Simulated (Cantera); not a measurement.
# Transport properties of process gases

Gas mixture: NH3 : CH4 : CO2 = 0.94 : 0.47 : 0.22 (molar parts), at 31.5 Torr, frozen composition.

Cantera's kinetic-theory transport with the Lennard-Jones parameters of GRI-Mech 3.0, ideal gas; thermal conductivity in the mixture-averaged form. Polar gases are described roughly by these parameters. The composition is frozen, though it would react at the higher temperatures.

```
T (K)  ρ (kg/m³)  cp (J/kg/K)  μ (µPa s)  λ (mW/m/K)     Pr  D (cm²/s) N2  D (cm²/s) CH4  D (cm²/s) H2
-----  ---------  -----------  ---------  ----------  -----  ------------  -------------  ------------
400       0.0257         1940       15.4        42.6  0.699          8.65           8.80          30.6
600       0.0172         2342       22.1        73.6  0.705          17.9           18.6          61.5
800       0.0129         2695       28.3         108  0.709          29.4           31.2           100
1000      0.0103         3000       33.8         142  0.714          43.1           46.0           146
1200     0.00858         3249       38.9         176  0.717          58.7           63.0           198
1400     0.00736         3455       43.7         210  0.720          76.1           81.9           255
1600     0.00644         3625       48.2         242  0.721          95.2            103           319
1800     0.00572         3765       52.4         273  0.722           116            125           388
```
D: mixture-averaged diffusion coefficient of that species in the mixture.
